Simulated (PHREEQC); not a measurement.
1 kg of water holding 0.44 mol/kgw Na2CO3, 0.28 mol/kgw Na2SO4 and 0.0047 mol/kgw NaOH is evaporated at 25 °C; the solids stay in contact with the brine. CO2 from the air is kept out. Solids allowed: Burkeite, Mirabilite, Nahcolite, Natron, Thenardite, Trona. Others were left out.

Base run: PHREEQC, Pitzer model, pitzer.dat. Each further column changes one thing. The table gives ionic strength.

```tsv
H2O removed (mol)	base	temperature from 25 to 5 °C
0	2.16	2.16
18.01	3.20	2.87
24.69	3.90	3.32
34.69	5.77	4.66
41.44	8.54	6.98
43.95	10.4	8.76
47.7	13.2	14.8
```

 At this temperature some constants are extrapolated from 25 °C, and those without enthalpy data are left unchanged.
